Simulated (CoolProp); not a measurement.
Model: reference Helmholtz-energy equation of state, Colonna 2008, in CoolProp. It is a short technical equation, of lower accuracy than the large ones.

**Question.** For dodecamethylcyclohexasiloxane (D6), give the phase and the cv (kJ/(kg K)), speed of sound (m/s), Joule-Thomson coefficient (K/MPa), fugacity coefficient at 620 K and 0.928 MPa.

**Answer.** 
- 620 K and 0.928 MPa: liquid; cv 1.98, speed of sound 137, Joule-Thomson coefficient 2.38, fugacity coefficient 0.514
